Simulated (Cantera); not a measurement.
## Equilibrium for aluminium nitride and oxide growth: Al + N2

Feed: 1 mol Al, 60 mol N2, equilibrated at 0.120 Torr.

Equilibrium computed with Cantera from the NASA thermochemical tables; the gas is ideal and each condensed phase is pure. Candidate condensed phases: Al, AlN; 5 gas species. Rates play no part.

| T (K) | log p N2 | log p Al | log p N | log p Al2 | n AlN(s) |
|---|---|---|---|---|---|
| 873 | -3.80 | <-15 | <-15 | <-15 | 1.00 |
| 973 | -3.80 | <-15 | <-15 | <-15 | 1.00 |
| 1073 | -3.80 | <-15 | <-15 | <-15 | 1.00 |
| 1173 | -3.80 | -14.52 | <-15 | <-15 | 1.00 |
| 1273 | -3.80 | -12.28 | <-15 | <-15 | 1.00 |
| 1373 | -3.80 | -10.37 | <-15 | <-15 | 1.000 |
| 1473 | -3.80 | -8.72 | -15.42 | <-15 | 0.999 |
| 1573 | -3.80 | -7.28 | -14.34 | -13.85 | 0.981 |
| 1673 | -3.80 | -6.02 | -13.39 | -11.67 | 0.641 |
| 1773 | -3.80 | -5.58 | -12.55 | -11.10 | 0 |
| 1873 | -3.80 | -5.58 | -11.80 | -11.37 | 0 |
| 1973 | -3.80 | -5.58 | -11.12 | -11.62 | 0 |
| 2073 | -3.80 | -5.58 | -10.50 | -11.84 | 0 |
| 2173 | -3.80 | -5.58 | -9.95 | -12.04 | 0 |
log p: log10 of the partial pressure in bar; n: condensed amount in mol.

From 873 K to 1673 K the condensed part is AlN(s). From 1773 K to 2173 K nothing is condensed.
